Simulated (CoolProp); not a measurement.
Ammonia at 358.19 K and 1.8 MPa is throttled through a valve to 0.695 MPa with no heat exchange. Each further row changes one setting.

Values from CoolProp's reference Helmholtz-energy equation of state, Gao 2020.

```
case                       temperature change (K)  final density (kg/m³)
-------------------------  ----------------------  ---------------------
as stated                                       ?                      ?
outlet pressure 0.208 MPa                       ?                      ?
outlet pressure 0.903 MPa                       ?                      ?
```

**Question.** Fill in the missing entries.

**Answer.** 
- as stated, temperature change (K): -17.2
- as stated, final density (kg/m³): 4.37
- outlet pressure 0.208 MPa, temperature change (K): -26.0
- outlet pressure 0.208 MPa, final density (kg/m³): 1.30
- outlet pressure 0.903 MPa, temperature change (K): -13.7
- outlet pressure 0.903 MPa, final density (kg/m³): 5.69
